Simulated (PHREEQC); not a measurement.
Solution (20 °C): 0.0063 mol HF, 0.0004 mol NH4HF2 and 3.7e-06 mol H2SiF6 per kg of water. Closed to the air; pH follows from the charge balance.

Model: ion-association model, phreeqc.dat, run in PHREEQC.

The ionic strength comes out as 0.00221 mol/kgw. What activity coefficients do H+, F-, HF2-, SiF6-2, NH4+ get?

H+ 0.95, F- 0.95, HF2- 0.95, SiF6-2 0.82, NH4+ 0.95.

Precipitation was switched off in this run. SiF6-2 is the database's only silicon fluoride.
